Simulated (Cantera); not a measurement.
A closed system holds: 1 mol SiH₄, 20 mol NO, held at 1673 K and 10.0 mbar.

Cantera equilibrium calculation (NASA polynomials, part measured and part estimated; ideal gas, pure solids and liquids). Candidate condensed phases: H₂O, Si, SiO₂, Si₂N₂O, Si₃N₄; 35 gas species. The tables hold silica as quartz up to 1696 K and as liquid above; real silica turns to tridymite and cristobalite and melts near 1996 K. Kinetics and transport are ignored.

Base state: N₂ 0.498, O₂ 0.398, H₂O 0.0994, NO 0.00286, OH 0.00112, O 0.000211, H₂ 2.38e-5 (mole fractions); condensed: SiO₂(β-quartz).

Problem. What changes in the equilibrium state with this change: temperature from 1673 K to 1475 K?

Solution. 
```csv
species,before,after
N₂,0.498,0.499
O₂,0.398,0.399
H₂O,0.0994,0.0999
NO,0.00286,0.00119
O,0.000211,1.81e-5
H₂,2.38e-5,2.13e-6
OH,0.00112,0.000233
"SiO₂(β-quartz), mol",1.000,1.00
```

Problem. What changes in the equilibrium state with this change: NO from 20 to 0.43 mol?

Solution. 
| species | before | after |
|---|---|---|
| H₂ | 2.38e-5 | 0.895 |
| SiO | 3.58e-9 | 0.1000 |
| N₂ | 0.498 | 0.00370 |
| O₂ | 0.398 | <1e-9 |
| H₂O | 0.0994 | 1.80e-6 |
| NO | 0.00286 | <1e-9 |
| OH | 0.00112 | <1e-9 |
| O | 0.000211 | <1e-9 |
| SiO₂(β-quartz), mol | 1.000 | 0 |
| Si(s), mol | 0 | 0.363 |
| Si₂N₂O(s), mol | 0 | 0.207 |
Mutual solubility and eutectic melting of coexisting phases are not modelled.
